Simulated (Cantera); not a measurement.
A diamond (100) surface in a fixed gas of H2 with x(CH4) = 0.026, x(H) = 0.0023, x(CH3) = 0.00052, at 1123 K; coverages are run to steady state.

Detailed kinetics in Cantera: the Harris–Goodwin 1993 mechanism for the reconstructed diamond (100) surface.

One state of this run: growth (µm/h) = 0.469; θ c6HH = 0.493; θ c6H* = 0.0296; θ c6*H = 0.446; θ c6** = 0.0182; θ c6HM = 0.00761. θ: site fractions in the mechanism's names (c6HH fully hydrogenated, c6H* and c6*H radical sites, c6** diradical, c6HM methylated).

Question: Which value of P (Pa) does it belong to?
A. 770
B. 390
C. 49000
D. 3100

Answer: A, 770
